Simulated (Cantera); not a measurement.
Charge: 1 mol HI, 4.5 mol H₂O, 10 mol N₂, equilibrated at 2823 K and 1.80 bar.

Cantera equilibrium calculation (NASA polynomials, part measured and part estimated; ideal gas, pure solids and liquids). Candidate condensed phases: H₂O, I₂; 27 gas species. The numbers say what is thermodynamically allowed, not how fast it happens.

Base state: N₂ 0.604, H₂O 0.233, I 0.0583, H₂ 0.0526, OH 0.0192, H 0.0152, O₂ 0.00614, NO 0.00569 (mole fractions); condensed: gas only.

Problem. What changes in the equilibrium state with this change: HI replaced by HCl?

Solution. 
```tsv
species	before	after
N₂	0.604	0.615
H₂O	0.233	0.226
HCl	0	0.0505
I	0.0583	0
H₂	0.0526	0.0407
Cl	0	0.0114
H	0.0152	0.0133
OH	0.0192	0.0213
HI	0.00238	0
ClO	0	1.45e-5
I₂	1.12e-5	0
O₂	0.00614	0.00971
```
Further candidate phases: NH₄Cl.
